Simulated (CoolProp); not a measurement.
Properties of sulfur dioxide along the isobar 10300 kPa (Tc = 157.5 °C, pc = 7887 kPa, ω = 0.256).

The numbers come from the reference Helmholtz-energy equation of state, Gao 2016 in CoolProp.

```csv
T (°C),phase,cp (kJ/(kg K)),cv (kJ/(kg K)),speed of sound (m/s),isothermal compressibility (1/MPa),fugacity coefficient
119.45,liquid,1.659,0.7949,525.2,0.006995,0.3347
129.65,liquid,1.761,0.7996,472.9,0.009528,0.3850
139.95,liquid,1.920,0.8079,416.9,0.01399,0.4380
150.15,liquid,2.198,0.8223,356.8,0.02308,0.4919
160.35,supercritical,2.843,0.8484,289.3,0.04896,0.5456
170.55,supercritical,5.468,0.9016,213.9,0.2029,0.5967
180.75,supercritical,4.684,0.8821,196.8,0.3285,0.6383
190.95,supercritical,2.653,0.8135,209.3,0.2274,0.6703
201.25,supercritical,1.957,0.7692,220.3,0.1848,0.6974
```

The peak of cp marks the crossing from liquid-like to gas-like fluid above the critical point.
